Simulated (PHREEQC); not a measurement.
Synthetic water in mmol/kgw, 65 °C, pH 2.34, pe 10.6:

```csv
constituent,mmol/kgw
Na,7.03
K,1.74
Ca,0.82
Mg,1.22
Cl,0.91
S(6),10.6
Cu(2),0.00403
O(0) (counted as O atoms),0.054
```

Valence states are taken as typed.

Model: ion-association model, wateq4f.dat, run in PHREEQC.

Each row changes one thing in this solution. This is a speciation only: nothing precipitates in the calculation.

```csv
case,ionic strength (mol/kgw),SO4-2 (mol/kgw),HSO4- (mol/kgw),K+ (mol/kgw),Mg+2 (mol/kgw),MgSO4 (mol/kgw),SI of Gypsum (CaSO4:2H2O),SI of Epsomite (MgSO4:7H2O)
as made,0.0228,0.00544,0.00412,0.00168,0.000628,0.000592,-1.37,-4.10
S(6) from 10.6 to 31.8 mmol/kgw,0.0517,0.0183,0.0117,0.00158,0.000399,0.000821,-1.18,-3.95
Mg from 1.22 to 3.66 mmol/kgw,0.0242,0.00488,0.00366,0.00168,0.00201,0.00165,-1.42,-3.65
all concentrations times 3 at the same typed pH,0.0614,0.0168,0.0103,0.00480,0.00136,0.00231,-0.74,-3.50
```

Constants without temperature data keep their 25 °C values here.
